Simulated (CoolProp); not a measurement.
A closed Brayton cycle with carbon dioxide: compressor inlet 323.15 K and 7.8 MPa, high pressure 24 MPa, turbine inlet 930 K, compressor efficiency 0.89, turbine efficiency 0.85, recuperator effectiveness 0.9 (on enthalpy, no pinch check). Each further row changes one setting.

The numbers come from the reference Helmholtz-energy equation of state, Span 1996 in CoolProp.

```json
[
 {"case": "as stated", "thermal efficiency (%)": "35.6", "net work (kJ/kg)": "99.5", "compressor to turbine work": "0.37", "compressor exit (K)": "417.9", "turbine exit (K)": "794.1"},
 {"case": "turbine inlet 880 K", "thermal efficiency (%)": "34.1", "net work (kJ/kg)": "90.3", "compressor to turbine work": "___", "compressor exit (K)": "417.9", "turbine exit (K)": "748.7"},
 {"case": "compressor inlet 333.15 K", "thermal efficiency (%)": "___", "net work (kJ/kg)": "92.9", "compressor to turbine work": "0.41", "compressor exit (K)": "433.9", "turbine exit (K)": "794.1"},
 {"case": "high pressure 20.4 MPa", "thermal efficiency (%)": "34.6", "net work (kJ/kg)": "88.4", "compressor to turbine work": "___", "compressor exit (K)": "403.8", "turbine exit (K)": "___"},
 {"case": "recuperator effectiveness 0.5", "thermal efficiency (%)": "___", "net work (kJ/kg)": "99.5", "compressor to turbine work": "0.37", "compressor exit (K)": "417.9", "turbine exit (K)": "794.1"}
]
```

Problem. Complete the blanks.

Solution. 
- turbine inlet 880 K, compressor to turbine work: 0.39
- compressor inlet 333.15 K, thermal efficiency (%): 34.5
- high pressure 20.4 MPa, compressor to turbine work: 0.35
- high pressure 20.4 MPa, turbine exit (K): 813.0
- recuperator effectiveness 0.5, thermal efficiency (%): 22.0
